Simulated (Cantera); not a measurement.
Feed: 1 mol (CH3)2SiCl2, 890 mol H2, at 32.0 mbar.

Method: chemical equilibrium by Gibbs-energy minimisation in Cantera with the NASA 1993 tables (ideal gas, pure condensed phases). Candidate condensed phases: C, C6H6, C7H8, C8H18, Si, SiC; 109 gas species. The feed counts by its element totals alone. Rates play no part.

Problem. At 1923 K, list the 5 most abundant gas species with their mole fractions, and the condensed phases.

Solution. H2 0.992, H 0.00525, HCl 0.00222, C2H2 (acetylene) 0.000448, Si 2.16e-5. Condensed: C(graphite) + SiC(s).
